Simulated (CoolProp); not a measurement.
Saturation properties of R1336mzz(E).

The numbers come from the reference Helmholtz-energy equation of state, Akasaka 2023 in CoolProp.

| T (K) | p (MPa) | liquid density (kg/m³) | vapour density (kg/m³) | enthalpy of vaporisation (kJ/kg) | liquid cp (kJ/(kg K)) |
|---|---|---|---|---|---|
| 313.8 | 0.3246 | 1275 | 23.01 | 135.5 | 1.269 |
| 319 | 0.3806 | 1258 | 26.95 | 132.3 | 1.279 |
| 324.3 | 0.4449 | 1239 | 31.52 | 128.9 | 1.291 |
| 329.5 | 0.5157 | 1220 | 36.63 | 125.5 | 1.303 |
| 334.7 | 0.5947 | 1200 | 42.43 | 121.9 | 1.318 |
| 340 | 0.6843 | 1178 | 49.16 | 118.0 | 1.335 |
| 345.2 | 0.7817 | 1156 | 56.68 | 114.1 | 1.354 |
| 350.4 | 0.8893 | 1132 | 65.24 | 109.9 | 1.376 |

It boils at 281.0 K under 1 atm.
